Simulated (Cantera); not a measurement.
Stirred combustor or abatement burner

A perfectly stirred reactor is fed with 9.17 % CH₄, 19.1 % O₂, 71.8 % N₂, at 3.45 atm; it is adiabatic with a 525 K inlet, and is followed from long to short residence time, starting on the burning branch (τ in s: 0.12, 0.043, 0.016, 0.0059, 0.0022, 0.00082, 0.0003, 0.00011, 4.2e-05, 1.6e-05).

Computed with Cantera and GRI-Mech 3.0 (53 species, 325 reactions).

| τ (s) | T (K) | x CH₄ | x O₂ | x CH₂ | x HCN | x H₂O | x HO₂ | x C₂H₆ |
|---|---|---|---|---|---|---|---|---|
| 0.12 | 2343 | 8.50e-7 | 0.00976 | 3.58e-8 | 1.64e-7 | 0.177 | 1.72e-6 | <1e-12 |
| 0.043 | 2341 | 2.27e-6 | 0.0102 | 9.74e-8 | 3.33e-7 | 0.177 | 1.82e-6 | 1.79e-12 |
| 0.016 | 2336 | 5.64e-6 | 0.0109 | 2.48e-7 | 5.49e-7 | 0.177 | 2.01e-6 | 1.09e-11 |
| 0.0059 | 2322 | 1.33e-5 | 0.0119 | 5.98e-7 | 8.01e-7 | 0.176 | 2.39e-6 | 5.98e-11 |
| 0.0022 | 2295 | 2.91e-5 | 0.0135 | 1.31e-6 | 1.09e-6 | 0.174 | 3.20e-6 | 2.75e-10 |
| 0.00082 | 2252 | 6.05e-5 | 0.0159 | 2.61e-6 | 1.44e-6 | 0.171 | 4.87e-6 | 1.11e-9 |
| 0.00030 | 2190 | 0.000129 | 0.0191 | 4.87e-6 | 1.90e-6 | 0.167 | 8.19e-6 | 4.50e-9 |
| 0.00011 | 2111 | 0.000293 | 0.0234 | 8.85e-6 | 2.54e-6 | 0.162 | 1.44e-5 | 2.11e-8 |
| 4.2e-5 | 2013 | 0.000768 | 0.0298 | 1.67e-5 | 3.66e-6 | 0.157 | 2.67e-5 | 1.47e-7 |
| 1.6e-5 | 525 | 0.0917 | 0.191 | <1e-12 | <1e-12 | <1e-12 | <1e-12 | <1e-12 |
x: mole fraction; the columns are a selection and need not sum to one.
